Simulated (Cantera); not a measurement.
Feed: 1 mol B, 0.15 mol H2O, 0.11 mol N2, at 1727 °C and 570 Pa.

These are equilibrium values from Cantera (NASA tables, ideal gas, pure condensed phases), not measurements of a reactor. Candidate condensed phases: B, BN, B2O3, B3O3H3, H2O; 39 gas species. Mutual solubility and eutectic melting of coexisting phases are not modelled. The tables' values for BH2 are old estimates; treat these amounts as uncertain. Kinetics and transport are ignored.

Base state: H2 0.524, HBO 0.181, B2O2 0.171, BO 0.0783, N2 0.0206, H 0.0156, B2O3 0.00642, B2O 0.00115 (mole fractions); condensed: B(s) + BN(s).

Q: What changes in the equilibrium state with this change: temperature from 1727 °C to 852 °C?

A: 
| species | before | after |
|---|---|---|
| H2 | 0.524 | 0.999 |
| B3O3H3 | 1.53e-7 | 0.000503 |
| HBO | 0.181 | 0.000196 |
| B2O2 | 0.171 | 1.13e-6 |
| N2 | 0.0206 | <1e-9 |
| BO | 0.0783 | 5.94e-9 |
| H | 0.0156 | 5.88e-7 |
| B2O | 0.00115 | <1e-9 |
| B2O3 | 0.00642 | 1.17e-7 |
| B | 2.34e-5 | <1e-9 |
| BH2 | 0.000245 | 5.45e-8 |
| B(s), mol | 0.641 | 0.680 |
| BN(s), mol | 0.210 | 0.220 |
| B2O3(l), mol | 0 | 0.0499 |
N2 is the only nitrogen source here; it is nearly inert below about 1500 K, so the nitride shown seldom forms there in practice.

Q: What changes in the equilibrium state with this change: pressure from 570 Pa to 10000 Pa?

A: 
```json
[
 {"species": "H2", "before": "0.524", "after": "0.568"},
 {"species": "HBO", "before": "0.181", "after": "0.194"},
 {"species": "B2O2", "before": "0.171", "after": "0.180"},
 {"species": "BO", "before": "0.0783", "after": "0.0192"},
 {"species": "B2O3", "before": "0.00642", "after": "0.0291"},
 {"species": "N2", "before": "0.0206", "after": "0.00118"},
 {"species": "H", "before": "0.0156", "after": "0.00388"},
 {"species": "B3O3H3", "before": "1.53e-7", "after": "5.74e-5"},
 {"species": "B", "before": "2.34e-5", "after": "1.33e-6"},
 {"species": "H2O", "before": "1.59e-5", "after": "7.39e-5"},
 {"species": "B(s), mol", "before": "0.641", "after": "0.638"},
 {"species": "BN(s), mol", "before": "0.210", "after": "0.219"}
]
```
